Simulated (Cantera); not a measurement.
An adiabatic, constant-volume homogeneous reactor starts with CH4 : C2H6 : O2 : N2 = 1 : 0.081 : 3.41 : 40.9 (molar parts), equivalence ratio 0.67, at 1798 K and 20000 Pa.

Computed with Cantera and GRI-Mech 3.0 (53 species, 325 reactions).

One state of this run: T (K) = 2158; P (bar) = 0.245; x CH4 = <1e-12; x C2H6 = <1e-12; x O2 = 0.0275; x NO = 7.94e-5; x H2 = 0.00474. x: mole fraction; the columns are a selection and need not sum to one.

Task: Which value of t (s) does it belong to?
(A) 0.0367
(B) 0.0128
(C) 0.000191
(D) 0.00157

Result: D, 0.00157
